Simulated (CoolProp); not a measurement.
Saturation properties of methane (Tc = -82.6 °C, pc = 4.599 MPa, ω = 0.011).

Computed with CoolProp (reference Helmholtz-energy equation of state, Setzmann 1991).

```
T (°C)   p (MPa)  liquid density (kg/m³)  vapour density (kg/m³)  vapour viscosity (µPa s)  liquid conductivity (mW/(m K))
-------  -------  ----------------------  ----------------------  ------------------------  ------------------------------
-127.45   0.8514                   366.3                   13.38                      5.67                             135
-124.45   0.9801                   360.5                   15.39                      5.82                             131
-121.45    1.122                   354.4                   17.63                      5.98                             127
-118.45    1.279                   348.2                   20.15                      6.15                             123
-115.45    1.450                   341.6                   22.98                      6.33                             118
-112.45    1.637                   334.7                   26.16                      6.53                             114
-109.35    1.848                   327.1                   29.88                      6.75                             110
-106.35    2.071                   319.4                   33.97                      7.00                             105
-103.35    2.312                   311.1                   38.64                      7.28                             101
-100.35    2.572                   302.1                   44.03                      7.60                            96.4
-97.35     2.854                   292.2                   50.35                      7.99                            92.0
-94.35     3.157                   281.1                   57.90                      8.46                            87.4
```

It boils at -161.5 °C under 1 atm.

Viscosity comes from a separate model (Quiñones-Cisneros 2006). Thermal conductivity comes from a separate model (Friend 1989).
